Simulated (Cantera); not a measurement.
## Gas-phase reforming

A perfectly stirred reactor is fed with CH₄ : CO₂ : H₂ = 1 : 3.7 : 0.064 (molar parts), at 2.20 bar; it is held at 1600 K, and followed from long to short residence time.

Computed with Cantera and GRI-Mech 3.0 (53 species, 325 reactions).

```tsv
τ (s)	x CH₄	x CO₂	x H₂	x C₂H₄	x O	x H₂O
2.3	0.0175	0.297	0.0872	0.000449	3.10e-11	0.186
0.90	0.0258	0.348	0.0699	0.000685	2.45e-11	0.186
0.35	0.0392	0.417	0.0548	0.000969	2.06e-11	0.178
0.14	0.0625	0.501	0.0471	0.00143	1.80e-11	0.150
0.055	0.101	0.600	0.0471	0.00218	1.49e-11	0.0993
0.021	0.145	0.690	0.0456	0.00294	1.12e-11	0.0449
0.0084	0.176	0.741	0.0360	0.00326	8.24e-12	0.0157
0.0033	0.195	0.765	0.0245	0.00265	5.73e-12	0.00451
0.0013	0.204	0.773	0.0173	0.00131	3.71e-12	0.00122
0.00051	0.208	0.776	0.0145	0.000368	2.29e-12	0.000330
```
x: mole fraction; the columns are a selection and need not sum to one.
